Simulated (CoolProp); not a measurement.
Properties of tetradecamethylhexasiloxane (MD4M) along the isotherm 620 K (Tc = 653.2 K, pc = 8.286 bar, ω = 0.800).

Values from CoolProp's reference Helmholtz-energy equation of state, Thol 2019.

| p (bar) | phase | Z | cv (kJ/(kg K)) | speed of sound (m/s) | Joule-Thomson coefficient (K/MPa) | isothermal compressibility (1/MPa) | fugacity coefficient |
|---|---|---|---|---|---|---|---|
| 2.59 | gas | 0.8279 | [?] | 87.69 | 17.42 | 4.781 | 0.8507 |
| 5.18 | liquid | 0.09490 | 2.117 | 134.1 | 2.492 | 0.1360 | 0.6931 |
| 7.77 | liquid | 0.1383 | 2.116 | 156.0 | 1.742 | 0.09510 | 0.4842 |
| 10.4 | liquid | 0.1810 | 2.114 | 173.9 | 1.322 | 0.07372 | 0.3789 |
| 12.9 | liquid | 0.2208 | 2.113 | 188.5 | [?] | 0.06109 | 0.3189 |
| 15.5 | liquid | 0.2615 | 2.113 | 202.0 | 0.8693 | [?] | 0.2774 |
| 18.1 | liquid | 0.3015 | 2.112 | 214.3 | 0.7245 | 0.04542 | 0.2481 |
| 20.7 | liquid | [?] | 2.112 | 225.6 | 0.6112 | 0.04036 | 0.2265 |
| 23.3 | liquid | 0.3800 | 2.111 | 236.1 | 0.5198 | 0.03637 | 0.2100 |
| 25.9 | liquid | 0.4186 | 2.111 | 245.9 | 0.4444 | 0.03313 | 0.1971 |
| 28.5 | liquid | 0.4569 | 2.110 | 255.1 | 0.3808 | 0.03044 | 0.1867 |
| 31.1 | liquid | 0.4948 | 2.110 | 263.9 | 0.3265 | 0.02817 | 0.1784 |
| 33.7 | liquid | 0.5324 | 2.110 | 272.3 | 0.2795 | 0.02623 | 0.1715 |
| 36.2 | liquid | 0.5682 | 2.109 | 280.0 | 0.2398 | 0.02462 | 0.1661 |
| 38.8 | liquid | 0.6053 | 2.109 | 287.7 | 0.2033 | 0.02314 | 0.1614 |
| 41.4 | liquid | 0.6421 | 2.109 | 295.0 | 0.1708 | 0.02184 | 0.1575 |

Problem. Complete the blanks.

Solution. 
- 2.59, cv (kJ/(kg K)): 2.083
- 12.9, Joule-Thomson coefficient (K/MPa): 1.062
- 15.5, isothermal compressibility (1/MPa): 0.05203
- 20.7, Z: 0.3410
